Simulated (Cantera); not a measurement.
Feed: 1 mol B2O3, 6.5 mol O2, 1.7 mol H2O, held at 700 °C and 1.00 bar.

These are equilibrium values from Cantera (NASA tables, ideal gas, pure condensed phases), not measurements of a reactor. Candidate condensed phases: B, B2O3, B3O3H3, H2O; 23 gas species. Gases not in the tables: H3BO3. Kinetics and transport are ignored.

Base state: O2 0.794, H2O 0.203, (HBO2)3 0.00293 (mole fractions); condensed: B2O3(l).

**Question.** What changes in the equilibrium state with this change: O2 from 6.5 to 0.079 mol?

**Answer.** 
```csv
species,before,after
H2O,0.203,0.926
O2,0.794,0.0450
(HBO2)3,0.00293,0.0286
HBO2,6.60e-6,1.41e-5
"B2O3(l), mol",0.964,0.925
```
